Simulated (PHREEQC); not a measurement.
**Buffer**

Solution (25 °C): 0.0095 mol NaHCO3, 9.9e-05 mol Na2B4O7 and 0.00052 mol KCl per kg of water. Closed to the air; pH follows from the charge balance.

Equilibrium calculation in PHREEQC: ion-association model, phreeqc.dat.

Each row changes one thing in this solution. Precipitation was switched off in this run.

| case | pH | ionic strength (mol/kgw) | HCO3- (mol/kgw) | CO3-2 (mol/kgw) | CO2 (mol/kgw) | NaHCO3 (mol/kgw) | SI of Halite (NaCl) | SI of Sylvite (KCl) |
|---|---|---|---|---|---|---|---|---|
| as made | 8.47 | 0.0103 | 0.00920 | 0.000173 | 6.29e-5 | 4.06e-5 | -6.96 | -7.56 |
| temperature from 25 to 15 °C | 8.58 | 0.0103 | 0.00921 | 0.000175 | 5.77e-5 | 4.32e-5 | -6.95 | -7.51 |
| diluted 100-fold with water | 8.27 | 0.000103 | 9.30e-5 | 8.33e-7 | 1.12e-6 | 4.96e-9 | -10.88 | -11.48 |
| 0.0042 mol/kgw KF added | 8.46 | 0.0145 | 0.00920 | 0.000176 | 6.38e-5 | 3.92e-5 | -6.98 | -6.62 |
| Na2B4O7 left out | 8.22 | 0.0101 | 0.00924 | 9.82e-5 | 0.000112 | 4.00e-5 | … | -7.56 |
| temperature from 25 to 50 °C | 8.26 | 0.0103 | 0.00917 | 0.000155 | 8.65e-5 | 3.50e-5 | -6.98 | -7.68 |
| temperature from 25 to 90 °C | 8.03 | 0.0101 | 0.00903 | 0.000100 | 0.000178 | 2.82e-5 | -7.02 | … |

Some entries are withheld; supply them.


- Na2B4O7 left out, SI of Halite (NaCl): -6.97
- temperature from 25 to 90 °C, SI of Sylvite (KCl): -7.84

Away from 25 °C the constants follow the database's enthalpies or fits; those with neither stay at their 25 °C values. Real BF4- forms and hydrolyses slowly; the run takes it at equilibrium.
